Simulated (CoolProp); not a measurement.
Model: reference Helmholtz-energy equation of state, Lemmon 2003, in CoolProp. It is a pseudo-pure fit of the blend.

Problem. For R407C, give the phase and the isothermal compressibility (1/MPa), Prandtl number, fugacity coefficient at 271.4 K and 64.1 bar; 330.9 K and 64.1 bar.

Solution. 
- 271.4 K and 64.1 bar: liquid; isothermal compressibility 0.00292, Prandtl number 3.18, fugacity coefficient 0.0807
- 330.9 K and 64.1 bar: liquid; isothermal compressibility 0.0119, Prandtl number 2.53, fugacity coefficient 0.326

Viscosity comes from a separate model (Geller 2000). Thermal conductivity comes from a separate model (Geller 2001).
